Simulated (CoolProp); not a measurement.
Values from CoolProp's reference Helmholtz-energy equation of state, Wagner 2002.

### Question
Give the vapour pressure (kPa), liquid density (kg/m³), enthalpy of vaporisation (kJ/kg), vapour viscosity (µPa s) of saturated water at 440, 507.6 K.

### Answer
```json
[
 {"T (K)": "440", "p (kPa)": "734", "liquid density (kg/m³)": "901", "enthalpy of vaporisation (kJ/kg)": "2060", "vapour viscosity (µPa s)": "14.5"},
 {"T (K)": "507.6", "p (kPa)": "3030", "liquid density (kg/m³)": "821", "enthalpy of vaporisation (kJ/kg)": "1790", "vapour viscosity (µPa s)": "16.9"}
]
```

Viscosity comes from a separate model (Huber 2009).
